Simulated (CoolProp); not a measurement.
CH3F (R41) along the isotherm -45.35 °C: fugacity coefficient from the reference equation and from simpler models built on Tc = 44.1 °C, pc = 5.906 MPa, ω = 0.200; each cubic takes its own stable root.

Model: reference Helmholtz-energy equation of state, Lemmon 2006, in CoolProp. It is a short technical equation, of lower accuracy than the large ones.

| p (MPa) | phase | reference |
|---|---|---|
| 0.0467 | gas | 0.9901 |
| 0.0885 | gas | 0.9813 |
| 0.168 | gas | 0.9645 |
| 0.318 | gas | 0.9329 |
| 0.603 | liquid | 0.7019 |
| 1.14 | liquid | 0.3757 |
| 2.17 | liquid | 0.2020 |
| 4.11 | liquid | 0.1113 |
| 7.79 | liquid | 0.06366 |
| 14.8 | liquid | 0.03901 |

Question: How far does each simpler model (van der Waals, Redlich-Kwong, Soave-Redlich-Kwong, Peng-Robinson) lie from the reference over these 10 states: mean and median of the absolute difference, and the worst?

Answer: 
- van der Waals: mean 96.8 %, median 83.1 %, worst +241.2 % at -45.35 °C and 14.8 MPa
- Redlich-Kwong: mean 24.2 %, median 33.6 %, worst +49.6 % at -45.35 °C and 14.8 MPa
- Soave-Redlich-Kwong: mean 4.1 %, median 3.6 %, worst +12.1 % at -45.35 °C and 14.8 MPa
- Peng-Robinson: mean 2.5 %, median 2.6 %, worst +6.2 % at -45.35 °C and 14.8 MPa

At some of these states van der Waals, Redlich-Kwong gives the other phase, because its saturation line lies elsewhere.
